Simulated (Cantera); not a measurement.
**Equilibrium for oxide etching and cleaning by halides: MgO + HCl + H₂**

Feed: 1 mol MgO, 13 mol HCl, 0.62 mol H₂, equilibrated at 13.3 mbar.

Equilibrium computed with Cantera from the NASA thermochemical tables; the gas is ideal and each condensed phase is pure. Candidate condensed phases: H₂O, Mg, MgCl₂, MgO, Mg(OH)₂; 22 gas species. Condensed phases not in the tables: MgOHCl. Equilibrium is a limit: real reactors are often held back by kinetics, nucleation or transport.

From 675 °C to 1275 °C the condensed part is MgO(s). From 1375 °C to 1675 °C nothing is condensed. The main Mg-bearing gas is MgCl₂ throughout.

```json
[
 {"T (°C)": "675", "log p HCl": "-1.90", "log p MgCl₂": "-4.47", "log p H₂O": "-4.47", "log p H₂": "-3.22", "log p Cl": "-9.59", "n MgO(s)": "0.965"},
 {"T (°C)": "775", "log p HCl": "-1.90", "log p MgCl₂": "-4.09", "log p H₂O": "-4.09", "log p H₂": "-3.22", "log p Cl": "-8.44", "n MgO(s)": "0.917"},
 {"T (°C)": "875", "log p HCl": "-1.91", "log p MgCl₂": "-3.79", "log p H₂O": "-3.79", "log p H₂": "-3.22", "log p Cl": "-7.50", "n MgO(s)": "0.833"},
 {"T (°C)": "975", "log p HCl": "-1.92", "log p MgCl₂": "-3.53", "log p H₂O": "-3.53", "log p H₂": "-3.22", "log p Cl": "-6.71", "n MgO(s)": "0.702"},
 {"T (°C)": "1075", "log p HCl": "-1.93", "log p MgCl₂": "-3.33", "log p H₂O": "-3.33", "log p H₂": "-3.22", "log p Cl": "-6.04", "n MgO(s)": "0.520"},
 {"T (°C)": "1175", "log p HCl": "-1.95", "log p MgCl₂": "-3.16", "log p H₂O": "-3.16", "log p H₂": "-3.22", "log p Cl": "-5.46", "n MgO(s)": "0.289"},
 {"T (°C)": "1275", "log p HCl": "-1.97", "log p MgCl₂": "-3.02", "log p H₂O": "-3.02", "log p H₂": "-3.21", "log p Cl": "-4.97", "n MgO(s)": "0.0173"},
 {"T (°C)": "1375", "log p HCl": "-1.97", "log p MgCl₂": "-3.01", "log p H₂O": "-3.01", "log p H₂": "-3.21", "log p Cl": "-4.52", "n MgO(s)": "0"},
 {"T (°C)": "1475", "log p HCl": "-1.97", "log p MgCl₂": "-3.01", "log p H₂O": "-3.01", "log p H₂": "-3.19", "log p Cl": "-4.13", "n MgO(s)": "0"},
 {"T (°C)": "1575", "log p HCl": "-1.98", "log p MgCl₂": "-3.01", "log p H₂O": "-3.01", "log p H₂": "-3.17", "log p Cl": "-3.79", "n MgO(s)": "0"},
 {"T (°C)": "1675", "log p HCl": "-1.99", "log p MgCl₂": "-3.02", "log p H₂O": "-3.02", "log p H₂": "-3.13", "log p Cl": "-3.49", "n MgO(s)": "0"}
]
```
log p: log10 of the partial pressure in bar; n: condensed amount in mol.
